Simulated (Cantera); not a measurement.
An adiabatic, constant-pressure homogeneous reactor starts with CH4 : O2 : N2 : H2O = 1 : 3.77 : 14.2 : 1.9 (molar parts), at 1673 K and 9.87 atm. Integrator tolerance rtol = 1e-08.

Cantera simulation using GRI-Mech 3.0 (53 species, 325 reactions); the numbers are that mechanism's predictions, not measurements.

Task: What does this change do: constant volume in place of constant pressure?

Result: 
```tsv
quantity	before	after
time of steepest temperature rise	39.0 µs	36.8 µs
temperature at 2.00 s	2526 K	2687 K
equilibrium temperature	2526 K	2687 K
x(CH4) at 2.00 s	<1e-12 (gas-phase equilibrium <1e-12)	<1e-12 (gas-phase equilibrium <1e-12)
x(O2) at 2.00 s	0.0765 (gas-phase equilibrium 0.0765)	0.0743 (gas-phase equilibrium 0.0743)
x(H2O) at 2.00 s	0.180 (gas-phase equilibrium 0.180)	0.176 (gas-phase equilibrium 0.176)
x(HO2) at 2.00 s	1.71e-5 (gas-phase equilibrium 1.71e-5)	2.75e-5 (gas-phase equilibrium 2.75e-5)
x(NO) at 2.00 s	0.0134 (gas-phase equilibrium 0.0134)	0.0171 (gas-phase equilibrium 0.0171)
x(C2H2) at 2.00 s	<1e-12 (gas-phase equilibrium <1e-12)	<1e-12 (gas-phase equilibrium <1e-12)
x(HCN) at 2.00 s	1.09e-11 (gas-phase equilibrium 1.09e-11)	6.10e-11 (gas-phase equilibrium 6.10e-11)
```

Task: What does this change do: initial temperature 1673 to 1525 K?

Result: 
```json
[
 {"quantity": "time of steepest temperature rise", "before": "39.0 µs", "after": "0.137 ms"},
 {"quantity": "temperature at 2.00 s", "before": "2526 K", "after": "2416 K"},
 {"quantity": "equilibrium temperature", "before": "2526 K", "after": "2416 K"},
 {"quantity": "x(CH4) at 2.00 s", "before": "<1e-12 (gas-phase equilibrium <1e-12)", "after": "<1e-12 (gas-phase equilibrium <1e-12)"},
 {"quantity": "x(O2) at 2.00 s", "before": "0.0765 (gas-phase equilibrium 0.0765)", "after": "0.0779 (gas-phase equilibrium 0.0779)"},
 {"quantity": "x(H2O) at 2.00 s", "before": "0.180 (gas-phase equilibrium 0.180)", "after": "0.182 (gas-phase equilibrium 0.182)"},
 {"quantity": "x(HO2) at 2.00 s", "before": "1.71e-5 (gas-phase equilibrium 1.71e-5)", "after": "1.30e-5 (gas-phase equilibrium 1.30e-5)"},
 {"quantity": "x(NO) at 2.00 s", "before": "0.0134 (gas-phase equilibrium 0.0134)", "after": "0.0111 (gas-phase equilibrium 0.0111)"},
 {"quantity": "x(C2H2) at 2.00 s", "before": "<1e-12 (gas-phase equilibrium <1e-12)", "after": "<1e-12 (gas-phase equilibrium <1e-12)"},
 {"quantity": "x(HCN) at 2.00 s", "before": "1.09e-11 (gas-phase equilibrium 1.09e-11)", "after": "2.69e-12 (gas-phase equilibrium 2.69e-12)"}
]
```
